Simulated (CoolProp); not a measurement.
A simple Rankine cycle with water: condensing at 326.15 K, boiler at 0.103 MPa, turbine inlet 378.5 K, turbine efficiency 0.6, pump efficiency 0.8, no recuperator. Each further row changes one setting.

Model: reference Helmholtz-energy equation of state, Wagner 2002, in CoolProp.

| case | thermal efficiency (%) | net work (kJ/kg) | heat in (kJ/kg) | turbine exit temperature (K) | volume ratio over the turbine |
|---|---|---|---|---|---|
| as stated | 7.3 | 180 | 2460 | 326.1 | 6.03 |
| turbine inlet 398.5 K | 7.4 | 184 | 2510 | 326.1 | 5.80 |
| condensing temperature 318.15 K | 8.5 | 213 | 2500 | 318.1 | 8.71 |
| boiler pressure 0.0721 MPa | 6.0 | 149 | 2470 | 326.1 | 4.26 |
| turbine efficiency 0.5 | 6.1 | 150 | 2460 | 326.1 | 6.11 |

The expansion ends wet for: as stated; turbine inlet 398.5 K; condensing temperature 318.15 K; boiler pressure 0.0721 MPa; turbine efficiency 0.5.
